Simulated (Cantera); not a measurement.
# Transport properties of process gases

Gas mixture: 100 % CO, at 45.0 Pa, frozen composition.

Cantera's kinetic-theory transport with the Lennard-Jones parameters of GRI-Mech 3.0, ideal gas; thermal conductivity in the multicomponent form.

| T (K) | ρ (kg/m³) | cp (J/kg/K) | μ (µPa s) | λ (mW/m/K) | Pr | D (cm²/s) CO2 | D (cm²/s) NH3 | D (cm²/s) CH4 |
|---|---|---|---|---|---|---|---|---|
| 400 | 0.000379 | 1049 | 22.0 | 31.9 | 0.722 | 595 | 851 | 833 |
| 600 | 0.000253 | 1086 | 29.1 | 44.0 | 0.718 | 1210 | 1790 | 1680 |
| 800 | 0.000189 | 1139 | 35.2 | 56.0 | 0.717 | 1990 | 2980 | 2730 |
| 1000 | 0.000152 | 1184 | 40.8 | 67.5 | 0.716 | 2910 | 4380 | 3970 |
| 1200 | 0.000126 | 1219 | 45.9 | 78.3 | 0.715 | 3950 | 5990 | 5380 |
| 1400 | 0.000108 | 1246 | 50.8 | 88.6 | 0.714 | 5110 | 7780 | 6960 |
| 1600 | 9.47e-5 | 1267 | 55.4 | 98.2 | 0.714 | 6390 | 9740 | 8690 |
D: mixture-averaged diffusion coefficient of that species in the mixture.
